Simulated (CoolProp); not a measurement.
50 sccm (0 °C, 1 atm) of nitrogen bubbles through liquid the fluoroketone C6F12O (FK-5-1-12) at 277.3 K and leaves saturated at a total pressure of 0.15 MPa (ideal gas phase). Each further row changes one setting.

Values from CoolProp's reference Helmholtz-energy equation of state, McLinden 2015.

| case | vapour pressure (kPa) | mole fraction of vapour | delivery (mg/min) | delivery (sccm) | change of delivery for a bath 1 K warmer (%) |
|---|---|---|---|---|---|
| as stated | 15.4 | 0.103 | ___ | 5.74 | 5.8 |
| bath temperature 282.3 K | 19.8 | ___ | 107 | 7.59 | ___ |
| total pressure 0.3 MPa | 15.4 | ___ | ___ | 2.71 | ___ |

Question: What belongs in the gaps?

Answer: 
- as stated, delivery (mg/min): 80.9
- bath temperature 282.3 K, mole fraction of vapour: 0.132
- bath temperature 282.3 K, change of delivery for a bath 1 K warmer (%): 5.7
- total pressure 0.3 MPa, mole fraction of vapour: 0.0515
- total pressure 0.3 MPa, delivery (mg/min): 38.2
- total pressure 0.3 MPa, change of delivery for a bath 1 K warmer (%): 5.5
